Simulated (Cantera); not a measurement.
## Hydrocarbon pyrolysis for carbon deposition

A perfectly stirred reactor is fed with 5.00 % C3H8, 95.0 % H2, at 100.0 Torr; it is held at 1198 K, and followed from long to short residence time.

Detailed kinetics in Cantera: GRI-Mech 3.0 (53 species, 325 reactions). GRI-Mech 3.0 was tuned for natural gas; its chemistry of propane as a main component is partial and can be far from experiment. GRI-Mech 3.0 stops at C3 and has no aromatics, soot or wall deposition, so with more carbon than oxygen in the feed, carbon stays in small species such as C2H2 where larger ones or solid carbon would form.

| τ (s) | x C3H8 | x H2 | x CH4 | x CH3 | x C2H | x CH2 |
|---|---|---|---|---|---|---|
| 16 | 8.84e-5 | 0.891 | 0.0749 | 7.34e-6 | 1.14e-11 | 1.86e-11 |
| 4.6 | 0.000215 | 0.896 | 0.0660 | 9.62e-6 | 1.69e-11 | 3.56e-11 |
| 1.3 | 0.000522 | 0.899 | 0.0598 | 1.34e-5 | 2.18e-11 | 7.33e-11 |
| 0.37 | 0.00126 | 0.902 | 0.0548 | 1.99e-5 | 2.29e-11 | 1.59e-10 |
| 0.10 | 0.00319 | 0.905 | 0.0493 | 3.22e-5 | 1.79e-11 | 3.73e-10 |
| 0.029 | 0.00786 | 0.911 | 0.0419 | 5.54e-5 | 9.33e-12 | 8.62e-10 |
| 0.0082 | 0.0193 | 0.922 | 0.0292 | 9.65e-5 | 2.35e-12 | 1.82e-9 |
| 0.0023 | 0.0362 | 0.938 | 0.0128 | 0.000130 | <1e-12 | 2.53e-9 |
| 0.00065 | 0.0465 | 0.947 | 0.00318 | 0.000109 | <1e-12 | 1.64e-9 |
x: mole fraction; the columns are a selection and need not sum to one.
